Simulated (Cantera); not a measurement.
**Adiabatic ignition**

An adiabatic, constant-volume homogeneous reactor starts with 24.4 % CO, 3.41 % H₂, 1.27 % CH₄, 14.9 % O₂, 56.0 % N₂, at 1198 K and 1.40 bar.

Model: GRI-Mech 3.0 (53 species, 325 reactions), integrated in Cantera.

```csv
t (s),T (K),P (bar),x CO,x H₂,x CH₄,x H₂O₂,x NO,x H
2.00e-6,1198,1.40,0.244,0.0341,0.0127,<1e-12,<1e-12,2.35e-9
4.93e-6,1198,1.40,0.244,0.0341,0.0127,3.97e-12,<1e-12,9.27e-9
1.21e-5,1198,1.40,0.244,0.0341,0.0127,4.46e-11,<1e-12,4.29e-8
2.99e-5,1198,1.40,0.244,0.0341,0.0127,1.12e-9,<1e-12,5.32e-7
7.37e-5,1204,1.41,0.243,0.0337,0.0123,1.03e-6,5.51e-11,0.000160
0.000182,2767,3.02,0.122,0.00542,<1e-12,1.71e-7,0.000888,0.00630
0.000447,2886,3.12,0.112,0.00480,<1e-12,2.33e-7,0.00714,0.00436
0.00110,2878,3.11,0.112,0.00484,<1e-12,2.23e-7,0.0125,0.00425
0.00271,2876,3.11,0.112,0.00485,<1e-12,2.21e-7,0.0135,0.00423
0.00669,2876,3.11,0.112,0.00485,<1e-12,2.21e-7,0.0135,0.00423
0.0165,2876,3.11,0.112,0.00485,<1e-12,2.21e-7,0.0135,0.00423
0.0406,2876,3.11,0.112,0.00485,<1e-12,2.21e-7,0.0135,0.00423
0.100,2876,3.11,0.112,0.00485,<1e-12,2.21e-7,0.0135,0.00423
```
x: mole fraction; the columns are a selection and need not sum to one.

The time of steepest temperature rise is 0.107 ms and the temperature at 0.100 s is 2876 K. The equilibrium temperature comes out as 2876 K and the x(CO) at 0.100 s is 0.112 (gas-phase equilibrium 0.112). The x(H₂) at 0.100 s is 0.00485 (gas-phase equilibrium 0.00485) and the x(CH₄) at 0.100 s is <1e-12 (gas-phase equilibrium <1e-12).
